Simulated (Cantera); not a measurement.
Charge: 1 mol MgCO3, 0.059 mol SO3, 0.27 mol H2O, held at 13500 Torr.

These are equilibrium values from Cantera (NASA tables, ideal gas, pure condensed phases), not measurements of a reactor. Candidate condensed phases: C, C6H6, C7H8, C8H18, H2O, H2SO4, Mg, MgCO3, MgO, Mg(OH)2, MgS, MgSO4, S; 130 gas species. The numbers say what is thermodynamically allowed, not how fast it happens. All values below are at 1700 K.

Base state: CO2 0.736, H2O 0.199, SO2 0.0430, O2 0.0215, SO3 0.000408, OH 0.000141, CO 8.12e-5 (mole fractions); condensed: MgO(s).

### Question
What changes in the equilibrium state with this change: SO3 from 0.059 to 0.23 mol?

### Answer
```
species        before    after
-----------  --------  -------
CO2             0.736    0.620
H2O             0.199    0.167
SO2            0.0430    0.140
O2             0.0215   0.0701
SO3          0.000408  0.00240
CO            8.12e-5  3.79e-5
MgO(s), mol     1.000    1.000
```
